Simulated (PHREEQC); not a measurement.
NaOH is added in steps, without added water, to 1 kg of water holding 0.0011 mol MnSO4, 0.011 mol HCl and 0.0023 mol NaCl, at 20 °C. The system is closed to oxygen. The system is closed to CO2. Solids allowed: Pyrochroite, Halite. Others were left out.

Base run: PHREEQC, ion-association model, phreeqc.dat. Each further column changes one thing. The table gives pH.

```
NaOH added (mol)   base  0.0029 mol/kgw AlCl3 added  HCl left out  HCl from 0.011 to 0.0022 mol/kgw  no solid may form
----------------  -----  --------------------------  ------------  --------------------------------  -----------------
0                  2.02                        2.03          6.87                              2.72               2.02
0.0045             2.25                        2.25         11.49                             10.21               2.25
0.0075             2.52                        2.52         11.84                                 …               2.52
0.012              9.34                        4.81         12.10                             11.99              10.83
0.0165            11.62                        4.95             …                             12.19                  …
0.0195            11.90                        5.41         12.34                             12.28                  …
0.024             12.13                        9.45         12.43                                 …              12.12
```

**Question.** What belongs in the gaps?

**Answer.** 
- 0.0075, HCl from 0.011 to 0.0022 mol/kgw: 11.61
- 0.0165, HCl left out: 12.26
- 0.0165, no solid may form: 11.72
- 0.0195, no solid may form: 11.92
- 0.024, HCl from 0.011 to 0.0022 mol/kgw: 12.39

 In at least one series the solution becomes supersaturated in solids that the run did not let form, among them Pyrochroite. Solids allowed in the column '0.0029 mol/kgw AlCl3 added': Al(OH)3(a), Pyrochroite, Halite.
